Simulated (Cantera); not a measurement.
Cantera run:

```python
import numpy as np
import cantera as ct

gas_names = """
    AL ALH ALO ALOH ALO2 ALO2H AL2 AL2O AL2O2 H HALO HO2 H2 H2O H2O2 O OH O2 O3
""".split()
cond_names = """
    AL(cr) AL(L) AL2O3(a) AL2O3(L) H2O(s) H2O(L)
""".split()


# ... load() reads the species with a 1 bar reference pressure and builds the phases ...
atoms = {
    'Al': {'AL': 1},
    'H2O': {'H': 2, 'O': 1},
    'H2': {'H': 2},
}
top_T = {}  # K; cautious upper limits of use, not melting points


# ... equilibrate(T, P, feed) seeds the gas with the atoms and calls Mixture.equilibrate('TP', solver="vcs", rtol=1e-11, max_steps=5000) ...
results = []
feed = {'Al': 1, 'H2O': 1.2, 'H2': 46}  # mol
P = 13332.2  # Pa
for T in [773, 823, 873, 923, 973, 1023, 1073, 1123, 1173]:
    mix = equilibrate(T, P, feed)
    results.append((T, P, feed, dict(zip(mix.species_names, mix.species_moles))))

top = {s: max(r[3][s] / sum(r[3][g] for g in gas_names) for r in results) for s in gas_names}
cols = sorted((s for s in top if top[s] > 0.0001), key=lambda s: -top[s])[:6]
seen = [c for c in cond_names if any(r[3].get(c, 0) > 1e-12 for r in results)]
print("log10 of partial pressures in bar; condensed amounts in mol")
print(f"{'T/K':>10s}" + "".join(f"{s[:9]:>10s}" for s in cols + seen))
for T, P, feed, n in results:
    ng = sum(n[g] for g in gas_names)
    print(f"{T:10.4g}" + "".join(f"{np.log10(max(n[s] / ng * P / 1e5, 1e-99)):10.3f}" for s in cols)
          + "".join(f"{n.get(c, 0):10.4g}" for c in seen))
```

Output:

```
log10 of partial pressures in bar; condensed amounts in mol
       T/K        H2    AL(cr)     AL(L)  AL2O3(a)
       773    -0.875       0.2         0       0.4
       823    -0.875       0.2         0       0.4
       873    -0.875       0.2         0       0.4
       923    -0.875       0.2         0       0.4
       973    -0.875         0       0.2       0.4
      1023    -0.875         0       0.2       0.4
      1073    -0.875         0       0.2       0.4
      1123    -0.875         0       0.2       0.4
      1173    -0.875         0       0.2       0.4
```

Cantera equilibrium calculation (NASA polynomials, part measured and part estimated; ideal gas, pure solids and liquids). Mutual solubility and eutectic melting of coexisting phases are not modelled.
